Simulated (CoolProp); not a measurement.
Model: reference Helmholtz-energy equation of state, Tillner-Roth 1997, in CoolProp.

Task: For CH2F2 (R32), give the phase and the Z, speed of sound (m/s), isothermal compressibility (1/MPa), viscosity (µPa s) at 307.9 K and 71.8 bar; 350.4 K and 71.8 bar.

Result: 
- 307.9 K and 71.8 bar: liquid; Z 0.153, speed of sound 568, isothermal compressibility 0.00636, viscosity 110
- 350.4 K and 71.8 bar: liquid; Z 0.183, speed of sound 284, isothermal compressibility 0.0556, viscosity 59.6

Viscosity comes from a separate model (Bell 2016), an estimate that may be off by 10 % or more.
